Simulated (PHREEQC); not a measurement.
Make-up at 25 °C: 0.16 mol/kgw FeCl3, 0.14 mol/kgw CaCl2 and 0.0033 mol/kgw NaF. Closed to the air; pH follows from the charge balance.

Model: ion-association model, phreeqc.dat, run in PHREEQC.

```json
[
 {"quantity": "pH", "before": "2.09", "after": "1.98"},
 {"quantity": "ionic strength (mol/kgw)", "before": "0.902", "after": "0.984"},
 {"quantity": "Cl- (mol/kgw)", "before": "0.593", "after": "0.348"},
 {"quantity": "FeCl+2 (mol/kgw)", "before": "0.0874", "after": "0.0874"},
 {"quantity": "FeCl2+ (mol/kgw)", "before": "0.0385", "after": "0.0219"},
 {"quantity": "Fe+3 (mol/kgw)", "before": "0.0194", "after": "0.0333"},
 {"quantity": "SI of Goethite (FeOOH)", "before": "+4.41", "after": "+4.29"},
 {"quantity": "SI of Hematite (Fe2O3)", "before": "+10.83", "after": "+10.60"}
]
```

**Question.** Which change was made?
A) NaF from 0.0033 to 0.00363 mol/kgw
B) temperature from 25 to 35 °C
C) CaCl2 replaced by Ca(NO3)2 at the same molality
D) CaCl2 from 0.14 to 0.014 mol/kgw
E) NaF left out

**Answer.** C, CaCl2 replaced by Ca(NO3)2 at the same molality

This is a speciation only: nothing precipitates in the calculation. The ionic strength passes 0.7 mol/kgw, the rough limit of the ion-association models, in every such run. Some of these states are supersaturated (in Hematite (slow to form), Goethite (slow to form), for instance). Fluoro complexes past AlF4- and FeF3 are missing from the database.
